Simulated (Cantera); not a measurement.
Feed: 1 mol Hg, 0.6 mol O₂, 8.9 mol N₂, held at 29000 Pa.

Equilibrium computed with Cantera from the NASA thermochemical tables; the gas is ideal and each condensed phase is pure. Candidate condensed phases: Hg, HgO; 10 gas species. Rates play no part. All values below are at 1475 K.

Base state: N₂ 0.847, Hg 0.0952, O₂ 0.0568, NO 0.000583 (mole fractions); condensed: gas only.

### Question
What changes in the equilibrium state with this change: Hg replaced by Pb?

### Answer
```tsv
species	before	after
N₂	0.847	0.965
PbO	0	0.0220
O₂	0.0568	0.0115
Hg	0.0952	0
Pb	0	0.00159
NO	0.000583	0.000280
PbO(l), mol	0	0.782
```
Gases not in the tables: (PbO)n polymers. Further candidate phases: Pb, PbO, PbO₂, Pb₃O₄.
